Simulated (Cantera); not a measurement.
## Ignition delay

Mixture: 4.27 % CH₄, 0.179 % CO, 20.0 % O₂, 75.5 % N₂, at 0.900 bar, adiabatic and at constant volume. Ignition delay is the time to a rise of 400 K.

Cantera simulation using GRI-Mech 3.0 (53 species, 325 reactions); the numbers are that mechanism's predictions, not measurements.

```
T0 (K)  delay (ms)
------  ----------
1225          22.0
1275          11.2
1325          5.93
1375          3.30
1425          1.93
1475          1.18
1525         0.758
1575         0.506
1625         0.349
1675         0.247
```

apparent activation energy between 1575 and 1675 K: 160 kJ/mol
